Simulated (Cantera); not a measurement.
An isothermal, constant-pressure homogeneous reactor starts with NH3 : H2 = 1 : 1.2 (molar parts), at 1425 K and 0.580 bar.

Detailed kinetics in Cantera: the gas-phase N/H chemistry of the illustrative SiF4/NH3 mechanism in the Surface Chemkin manual (1991). Walls and surfaces, which speed up NH3 decomposition in real reactors, are not modelled.

x: mole fraction; the columns are a selection and need not sum to one.

```tsv
t (s)	x NH3	x H2	x N2	x N2H2	x H	x NH2	x N2H4
4.00e-6	0.455	0.545	<1e-12	<1e-12	1.22e-9	1.96e-9	<1e-12
3.00e-5	0.455	0.545	<1e-12	<1e-12	[?]	[?]	<1e-12
0.000225	0.455	0.545	<1e-12	1.62e-12	6.58e-8	1.13e-7	1.88e-12
0.00169	0.455	0.545	7.07e-10	1.94e-10	4.92e-7	8.47e-7	1.44e-10
0.0126	0.455	0.545	[?]	[?]	[?]	[?]	[?]
0.0949	0.454	0.545	2.05e-5	2.86e-8	5.60e-6	9.64e-6	1.94e-8
0.711	0.454	0.546	0.000187	2.86e-8	5.60e-6	9.63e-6	1.93e-8
5.33	0.450	0.548	0.00142	2.80e-8	5.62e-6	9.55e-6	1.90e-8
40.0	0.425	0.565	0.00999	2.46e-8	5.78e-6	9.01e-6	1.69e-8
300	0.307	0.643	0.0509	1.17e-8	6.53e-6	6.44e-6	8.65e-9
```

Question: Fill in the missing entries.

Answer: 
- 3.00e-5, x H: 8.82e-9
- 3.00e-5, x NH2: 1.50e-8
- 0.0126, x N2: 3.86e-7
- 0.0126, x N2H2: 9.82e-9
- 0.0126, x H: 3.29e-6
- 0.0126, x NH2: 5.67e-6
- 0.0126, x N2H4: 6.69e-9
